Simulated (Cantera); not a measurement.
Equilibrium for silicon carbide growth: SiCl4 + C3H8 + H2

Feed: 1 mol SiCl4, 0.017 mol C3H8, 45 mol H2, at 1.00 bar.

Cantera equilibrium calculation (NASA polynomials, part measured and part estimated; ideal gas, pure solids and liquids). Candidate condensed phases: C, C6H6, C7H8, C8H18, Si, SiC; 109 gas species. Mutual solubility and eutectic melting of coexisting phases are not modelled. The tables' values for SiCl3, SiCl are old estimates; treat these amounts as uncertain. Gases not in the tables: Si2H6 and higher silanes. Kinetics and transport are ignored.

```tsv
T (K)	x H2	x HCl	x SiCl2	x H	x SiHCl3	x SiCl3	x Si	n Si(s)	n SiC(s)	n Si(l)
1450	0.934	0.0519	0.00889	9.14e-6	0.00176	0.00166	3.08e-9	0.299	0.0502	0
1550	0.931	0.0556	0.0111	3.04e-5	0.000701	0.00116	3.32e-8	0.314	0.0503	0
1650	0.930	0.0567	0.0123	8.76e-5	0.000277	0.000751	2.68e-7	0.311	0.0503	0
1750	0.928	0.0585	0.0122	0.000224	0.000113	0.000470	1.50e-6	0	0.0503	0.339
1850	0.927	0.0608	0.0115	0.000519	4.83e-5	0.000296	6.45e-6	0	0.0502	0.386
1950	0.925	0.0626	0.0108	0.00110	2.24e-5	0.000193	2.38e-5	0	0.0500	0.423
2050	0.923	0.0641	0.0101	0.00218	1.11e-5	0.000130	7.73e-5	0	0.0494	0.451
2150	0.920	0.0652	0.00939	0.00405	5.81e-6	9.00e-5	0.000224	0	0.0479	0.466
2250	0.916	0.0661	0.00876	0.00711	3.20e-6	6.38e-5	0.000592	0	0.0431	0.459
2350	0.909	0.0665	0.00814	0.0119	1.83e-6	4.61e-5	0.00144	0	0.0294	0.416
```
x: gas mole fraction; n: condensed amount in mol.

From 1450 K to 1650 K the condensed part is Si(s) + SiC(s). From 1750 K to 2350 K the condensed part is Si(l) + SiC(s). The main Si-bearing gas is SiCl2 throughout. The share of Si in condensed phases is highest at 2150 K (51.4 %) and lowest at 1450 K (34.9 %).
